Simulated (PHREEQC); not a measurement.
Make-up at 25 °C: 21 mmol/kgw CuSO4, 3.2 mmol/kgw HCl and 10 mmol/kgw FeCl3. Closed to the air; pH follows from the charge balance.

Computed with PHREEQC (ion-association model, phreeqc.dat).

### Question
The ionic strength comes out as 0.0776 mol/kgw. What activity coefficients do SO4-2, Fe+3, FeHSO4+2, HSO4-, Fe2(OH)2+4 get?

### Answer
SO4-2 0.40, Fe+3 0.20, FeHSO4+2 0.40, HSO4- 0.80, Fe2(OH)2+4 0.026.

Precipitation was switched off in this run. Saturation is exceeded, for instance for Hematite (slow to form), Goethite (slow to form); the values hold only as long as no solid forms.
